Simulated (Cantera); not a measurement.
A Cantera script and its output.

```python
import numpy as np
import cantera as ct

gas = ct.Solution("h2o2.yaml")
gas.TPX = 1175, 2666, {'H2': 0.16, 'O2': 1}
reactor = ct.IdealGasConstPressureReactor(gas, energy="off", clone=False)
net = ct.ReactorNet([reactor])
net.rtol, net.atol = 1e-08, 1e-18
show = ['H2', 'O2', 'OH', 'H2O', 'O', 'HO2', 'H']
times = np.geomspace(0.0001, 10, 12)

steps = ct.SolutionArray(gas, extra=["t"])
rows = []
print(f"{'t/s':>10s}{'T/K':>9s}{'P/Pa':>11s}" + "".join(f"{s:>11s}" for s in show))
for t in times:
    while net.time < t:
        t_next = net.step()
        steps.append(gas.state, t=t_next)
    rows.append([np.interp(t, steps.t, y) for y in (steps.T, steps.P, *steps(*show).X.T)])
    print(f"{t:10.3e}{rows[-1][0]:9.1f}{rows[-1][1]:11.4g}" + "".join(f"{x:11.3e}" for x in rows[-1][2:]))
rate = np.gradient(steps.T, steps.t)
print("integrator steps:", len(steps.t))
if steps.T.max() > steps.T[0] + 200:
    print(f"time of steepest temperature rise: {steps.t[rate.argmax()]:.4e} s")
gas.TPX = 1175, 2666, {'H2': 0.16, 'O2': 1}
gas.equilibrate("TP")
print(f"equilibrium (TP): T = {gas.T:.1f} K  " + "  ".join(f"{s} {gas[s].X[0]:.3e}" for s in show))
```

It prints:

```
       t/s      T/K       P/Pa         H2         O2         OH        H2O          O        HO2          H
 1.000e-04   1175.0       2666  1.379e-01  8.621e-01  1.208e-08  3.093e-08  1.974e-08  1.366e-08  2.447e-08
 2.848e-04   1175.0       2666  1.379e-01  8.621e-01  8.519e-07  3.047e-06  1.437e-06  5.527e-08  1.631e-06
 8.111e-04   1175.0       2666  4.930e-02  8.103e-01  1.048e-02  6.612e-02  2.892e-02  1.289e-05  3.485e-02
 2.310e-03   1175.0       2666  3.927e-03  8.013e-01  6.258e-03  1.230e-01  4.185e-02  1.531e-05  2.372e-02
 6.579e-03   1175.0       2666  1.468e-03  8.348e-01  3.811e-03  1.405e-01  1.459e-02  1.355e-05  4.826e-03
 1.874e-02   1175.0       2666  2.259e-04  8.490e-01  1.473e-03  1.468e-01  2.210e-03  6.696e-06  2.774e-04
 5.337e-02   1175.0       2666  2.700e-05  8.514e-01  5.163e-04  1.478e-01  2.703e-04  1.717e-06  1.185e-05
 1.520e-01   1175.0       2666  4.133e-06  8.517e-01  2.068e-04  1.480e-01  4.302e-05  3.710e-07  7.547e-07
 4.329e-01   1175.0       2666  8.534e-07  8.518e-01  9.566e-05  1.481e-01  9.197e-06  9.149e-08  7.458e-08
 1.233e+00   1175.0       2666  2.177e-07  8.518e-01  4.887e-05  1.481e-01  2.403e-06  2.771e-08  9.950e-09
 3.511e+00   1175.0       2666  6.365e-08  8.518e-01  2.660e-05  1.481e-01  7.125e-07  1.241e-08  1.606e-09
 1.000e+01   1175.0       2666  2.094e-08  8.518e-01  1.531e-05  1.481e-01  2.362e-07  1.066e-08  3.071e-10
integrator steps: 1937
equilibrium (TP): T = 1175.0 K  H2 7.395e-09  O2 8.518e-01  OH 9.073e-06  H2O 1.481e-01  O 8.308e-08  HO2 1.419e-08  H 6.499e-11
```

Computed with Cantera and the H2/O2 subset of GRI-Mech 3.0, which has no nitrogen chemistry. Radical loss at walls, strong at low pressure, is not modelled. The temperature is held fixed by assumption; the heat of reaction is taken as removed at once.
